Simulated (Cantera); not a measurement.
What does this Cantera script print?

```python
import numpy as np
import cantera as ct

gas = ct.Solution("gri30.yaml")
gas.TPX = 1800, 23000, {'CH4': 1, 'CO': 0.39, 'O2': 0.954, 'N2': 8.97}
reactor = ct.IdealGasReactor(gas, energy="on", clone=False)
net = ct.ReactorNet([reactor])
net.rtol, net.atol = 1e-08, 1e-16
show = ['CH4', 'CO', 'O2', 'H', 'H2O', 'N2O']
times = np.geomspace(6e-06, 0.5, 10)

steps = ct.SolutionArray(gas, extra=["t"])
rows = []
print(f"{'t/s':>10s}{'T/K':>9s}{'P/Pa':>11s}" + "".join(f"{s:>11s}" for s in show))
for t in times:
    while net.time < t:
        t_next = net.step()
        steps.append(gas.state, t=t_next)
    rows.append([np.interp(t, steps.t, y) for y in (steps.T, steps.P, *steps(*show).X.T)])
    print(f"{t:10.3e}{rows[-1][0]:9.1f}{rows[-1][1]:11.4g}" + "".join(f"{x:11.3e}" for x in rows[-1][2:]))
rate = np.gradient(steps.T, steps.t)
print("integrator steps:", len(steps.t))
if steps.T.max() > steps.T[0] + 200:
    print(f"time of steepest temperature rise: {steps.t[rate.argmax()]:.4e} s")
gas.TPX = 1800, 23000, {'CH4': 1, 'CO': 0.39, 'O2': 0.954, 'N2': 8.97}
gas.equilibrate("UV")
print(f"equilibrium (UV): T = {gas.T:.1f} K  " + "  ".join(f"{s} {gas[s].X[0]:.3e}" for s in show))
```

Output:

```
       t/s      T/K       P/Pa        CH4         CO         O2          H        H2O        N2O
 6.000e-06   1799.9    2.3e+04  8.837e-02  3.447e-02  8.432e-02  9.811e-07  1.398e-06  6.379e-12
 2.113e-05   1799.7    2.3e+04  8.833e-02  3.447e-02  8.431e-02  1.032e-06  8.606e-06  4.458e-11
 7.442e-05   1799.1  2.299e+04  8.816e-02  3.446e-02  8.427e-02  1.300e-06  5.058e-05  3.319e-10
 2.621e-04   1797.7  2.298e+04  8.698e-02  3.446e-02  8.387e-02  4.666e-06  4.826e-04  2.045e-09
 9.230e-04   2497.5  3.473e+04  2.828e-04  9.486e-02  1.134e-04  7.058e-03  6.972e-02  3.486e-08
 3.250e-03   2503.9  3.509e+04  5.086e-09  1.015e-01  9.922e-06  6.472e-03  6.143e-02  3.151e-08
 1.145e-02   2469.1  3.468e+04  8.252e-13  1.011e-01  2.600e-05  1.048e-02  6.054e-02  9.759e-09
 4.031e-02   2463.5  3.462e+04  6.313e-13  1.010e-01  2.991e-05  1.122e-02  6.044e-02  7.938e-09
 1.420e-01   2463.7  3.462e+04  6.284e-13  1.010e-01  2.997e-05  1.122e-02  6.045e-02  7.717e-09
 5.000e-01   2463.7  3.462e+04  6.284e-13  1.010e-01  2.997e-05  1.122e-02  6.045e-02  7.716e-09
integrator steps: 1678
time of steepest temperature rise: 8.4897e-04 s
equilibrium (UV): T = 2463.7 K  CH4 6.946e-13  CO 1.010e-01  O2 2.997e-05  H 1.122e-02  H2O 6.045e-02  N2O 7.716e-09
```

Model: GRI-Mech 3.0 (53 species, 325 reactions), integrated in Cantera.
